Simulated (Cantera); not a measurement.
A freely propagating, adiabatic, planar premixed flame of 40.3 % H2, 12.6 % O2, 47.1 % N2, unburnt at 473 K and 7500 Torr; mixture-averaged transport, grid criteria slope 0.08 and curve 0.16, no radiation.

Cantera simulation using the H2/O2 subset of GRI-Mech 3.0, which has no nitrogen chemistry; the numbers are that mechanism's predictions, not measurements. The hydrogen kinetics of GRI-Mech 3.0 are dated; newer H2 mechanisms differ, most at raised pressure. Burning velocities carry a grid error of a few per cent, more on coarse grids.

### Question
Predict: laminar burning velocity; thermal thickness; peak x(OH); peak x(H); peak x(HO2); peak x(O).

### Answer
```json
{
  "laminar_burning_velocity": "555 cm/s",
  "thermal_thickness": "0.0216 mm",
  "peak x(OH)": "0.00685",
  "peak x(H)": "0.0374",
  "peak x(HO2)": "0.00155",
  "peak x(O)": "0.00252"
}
```
